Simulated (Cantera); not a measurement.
A closed system holds: 1 mol n-butane, 0.48 mol H2O, 0.46 mol H2, equilibrated at 1998 K and 100 Torr.

These are equilibrium values from Cantera (NASA tables, ideal gas, pure condensed phases), not measurements of a reactor. Candidate condensed phases: C, C6H6, C7H8, C8H18, H2O; 110 gas species. The numbers say what is thermodynamically allowed, not how fast it happens.

Base state: H2 0.920, CO 0.0746, H 0.00421, C2H2 (acetylene) 0.000698, CH4 4.82e-5 (mole fractions); condensed: C(graphite).

**Question.** What changes in the equilibrium state with this change: pressure from 100 Torr to 1.05 Torr?

**Answer.** 
```csv
species,before,after
H2,0.920,0.886
CO,0.0746,0.0733
H,0.00421,0.0403
CH4,4.82e-5,4.69e-7
C2H2 (acetylene),0.000698,0.000671
"C(graphite), mol",3.51,3.51
```

**Question.** What changes in the equilibrium state with this change: temperature from 1998 K to 1148 K?

**Answer.** 
```
species             before    after
----------------  --------  -------
H2                   0.920    0.922
CO                  0.0746   0.0745
CH4                4.82e-5  0.00270
H                  0.00421  1.88e-7
C2H2 (acetylene)  0.000698  3.42e-8
CO2                1.92e-8  3.01e-5
C(graphite), mol      3.51     3.51
```

**Question.** What changes in the equilibrium state with this change: temperature from 1998 K to 2700 K?

**Answer.** 
```json
[
 {"species": "H2", "before": "0.920", "after": "0.774"},
 {"species": "H", "before": "0.00421", "after": "0.137"},
 {"species": "CO", "before": "0.0746", "after": "0.0696"},
 {"species": "C2H2 (acetylene)", "before": "0.000698", "after": "0.0183"},
 {"species": "C3", "before": "<1e-9", "after": "6.60e-5"},
 {"species": "C", "before": "<1e-9", "after": "1.59e-5"},
 {"species": "C2H", "before": "5.94e-8", "after": "0.000343"},
 {"species": "C4H2", "before": "2.13e-7", "after": "0.000179"},
 {"species": "C(graphite), mol", "before": "3.51", "after": "3.26"}
]
```
